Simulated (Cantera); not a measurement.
A closed system holds: 1 mol HMDSO, 0.68 mol O2, 1.6 mol H2, held at 13.3 mbar.

Method: chemical equilibrium by Gibbs-energy minimisation in Cantera with the NASA 1993 tables (ideal gas, pure condensed phases). Candidate condensed phases: C, C6H6, C7H8, C8H18, H2O, Si, SiC, SiO2; 123 gas species. The feed counts by its element totals alone. Mutual solubility and eutectic melting of coexisting phases are not modelled. The tables hold silica as quartz up to 1696 K and as liquid above; real silica turns to tridymite and cristobalite and melts near 1996 K. Kinetics and transport are ignored. All values below are at 1175 K.

Base state: H2 0.998, CO 0.00214, CH4 0.000254 (mole fractions); condensed: C(graphite) + SiC(s) + SiO2(β-quartz).

What changes in the equilibrium state with this change: HMDSO replaced by SiH4?


| species | before | after |
|---|---|---|
| H2 | 0.998 | 1.000 |
| SiO | 7.32e-7 | 1.93e-5 |
| CO | 0.00214 | 0 |
| CH4 | 0.000254 | 0 |
| C(graphite), mol | 5.14 | 0 |
| SiC(s), mol | 0.831 | 0 |
| SiO2(β-quartz), mol | 1.17 | 0.680 |
| Si(s), mol | 0 | 0.320 |
